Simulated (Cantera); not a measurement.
# MgO + HCl + O2 (oxide etching and cleaning by halides)

Input: 1 mol MgO, 55 mol HCl, 0.084 mol O2, equilibrated at 100 Torr.

These are equilibrium values from Cantera (NASA tables, ideal gas, pure condensed phases), not measurements of a reactor. Candidate condensed phases: H2O, Mg, MgCl2, MgO, Mg(OH)2; 22 gas species. Equilibrium is a limit: real reactors are often held back by kinetics, nucleation or transport.

```
T (K)  x HCl   x H2O  x MgCl2      x Cl  n MgO(s)
-----  -----  ------  -------  --------  --------
1175   0.966  0.0168   0.0137  0.000524     0.246
1225   0.957  0.0212   0.0182  0.000856         0
1275   0.957  0.0212   0.0182   0.00132         0
1325   0.957  0.0212   0.0182   0.00193         0
1375   0.956  0.0212   0.0182   0.00265         0
1425   0.956  0.0212   0.0182   0.00344         0
1475   0.955  0.0212   0.0181   0.00421         0
1525   0.955  0.0212   0.0181   0.00492         0
1575   0.954  0.0212   0.0181   0.00561         0
1625   0.953  0.0212   0.0181   0.00642         0
1675   0.952  0.0211   0.0181   0.00752         0
1725   0.950  0.0211   0.0181   0.00905         0
1775   0.947  0.0211   0.0181    0.0111         0
1825   0.943  0.0211   0.0181    0.0137         0
```
x: gas mole fraction; n: condensed amount in mol.

At 1175 K the condensed part is MgO(s). From 1225 K to 1825 K nothing is condensed. The main Mg-bearing gas is MgCl2 throughout.
